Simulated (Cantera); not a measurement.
An adiabatic, constant-volume homogeneous reactor starts with 5.45 % CH₄, 19.8 % O₂, 74.7 % N₂, equivalence ratio 0.55, at 1700 K and 3.30 bar.

Computed with Cantera and GRI-Mech 3.0 (53 species, 325 reactions).

### Question
Predict: time of steepest temperature rise; temperature at 0.200 s; equilibrium temperature; x(O₂) at 0.200 s; x(CO₂) at 0.200 s; x(NO₂) at 0.200 s; x(H₂) at 0.200 s; x(OH) at 0.200 s.

### Answer
| Item | Result |
|---|---|
| time of steepest temperature rise | 69.5 µs |
| temperature at 0.200 s | 2787 K |
| equilibrium temperature | 2787 K |
| x(O₂) at 0.200 s | 0.0773 (gas-phase equilibrium 0.0773) |
| x(CO₂) at 0.200 s | 0.0440 (gas-phase equilibrium 0.0440) |
| x(NO₂) at 0.200 s | 2.04e-5 (gas-phase equilibrium 2.04e-5) |
| x(H₂) at 0.200 s | 0.00305 (gas-phase equilibrium 0.00305) |
| x(OH) at 0.200 s | 0.0161 (gas-phase equilibrium 0.0161) |
